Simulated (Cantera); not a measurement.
## Reactions in the system N-O-Zr

Standard-state values (1 bar) from the NASA 1993 polynomials, evaluated with Cantera. Values are per mole of reaction as written; species without (g) are pure solids or liquids, kept so even where they would boil at 1 bar. ZrN: taken at fixed stoichiometry.

2 O₂(g) + 2 ZrN = 2 ZrO₂(g) + N₂(g)

| T (K) | ΔH° (kJ) | ΔS° (J/K) | ΔG° (kJ) | log10 K |
|---|---|---|---|---|
| 598 | 151.5 | 235.9 | 10.4 | -0.91 |
| 648 | 150.3 | 233.9 | -1.3 | 0.10 |
| 698 | 148.9 | 231.9 | -12.9 | 0.97 |
| 748 | 147.6 | 230.1 | -24.5 | 1.71 |
| 798 | 146.3 | 228.3 | -35.9 | 2.35 |
| 848 | 144.9 | 226.6 | -47.3 | 2.91 |
| 898 | 143.5 | 225.0 | -58.6 | 3.41 |
| 948 | 142.0 | 223.5 | -69.8 | 3.85 |
| 998 | 140.6 | 222.0 | -81.0 | 4.24 |
| 1048 | 139.0 | 220.5 | -92.0 | 4.59 |
